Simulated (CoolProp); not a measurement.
Vapour pressure (bar) of ethylene: the reference equation beside estimates from Tc = 282.4 K, pc = 50.42 bar, ω = 0.087. Clausius-Clapeyron is anchored at 161.7 K with a constant enthalpy of vaporisation of 13.84 kJ/mol.

The numbers come from the reference Helmholtz-energy equation of state, Smukala 2000 in CoolProp.

| T (K) | reference | Lee-Kesler | Clausius-Clapeyron | van der Waals | Redlich-Kwong | Soave-Redlich-Kwong | Peng-Robinson |
|---|---|---|---|---|---|---|---|
| 130.5 | 0.04667 | 0.04668 | 0.05371 | 0.8065 | 0.03570 | 0.04606 | 0.05098 |
| 140.9 | 0.1285 | (withheld) | 0.1377 | 1.383 | 0.1108 | 0.1266 | 0.1362 |
| 151.3 | 0.3025 | (withheld) | 0.3101 | (withheld) | (withheld) | 0.2982 | 0.3139 |
| 161.7 | 0.6293 | 0.6230 | 0.6293 | 3.329 | 0.6221 | 0.6217 | 0.6435 |
| 172.1 | 1.186 | 1.178 | 1.172 | 4.794 | 1.216 | 1.175 | 1.201 |
| 182.5 | 2.064 | 2.057 | (withheld) | 6.643 | (withheld) | 2.053 | 2.076 |
| 192.9 | 3.366 | (withheld) | 3.326 | 8.918 | 3.579 | (withheld) | 3.372 |
| 203.3 | 5.202 | 5.206 | 5.171 | 11.65 | 5.569 | 5.211 | 5.201 |

**Question.** Complete the blanks.

**Answer.** 
- 140.9, Lee-Kesler: 0.1273
- 151.3, Lee-Kesler: 0.2990
- 151.3, van der Waals: 2.208
- 151.3, Redlich-Kwong: 0.2830
- 182.5, Clausius-Clapeyron: 2.034
- 182.5, Redlich-Kwong: 2.165
- 192.9, Lee-Kesler: 3.363
- 192.9, Soave-Redlich-Kwong: 3.359

Absolute difference from the reference over all 8 rows, mean and median: Lee-Kesler 0.5 and 0.5 %, Clausius-Clapeyron 3.6 and 1.3 %, van der Waals 559.8 and 366.6 %, Redlich-Kwong 8.2 and 6.4 %, Soave-Redlich-Kwong 0.9 and 1.1 %, Peng-Robinson 2.9 and 1.8 %.
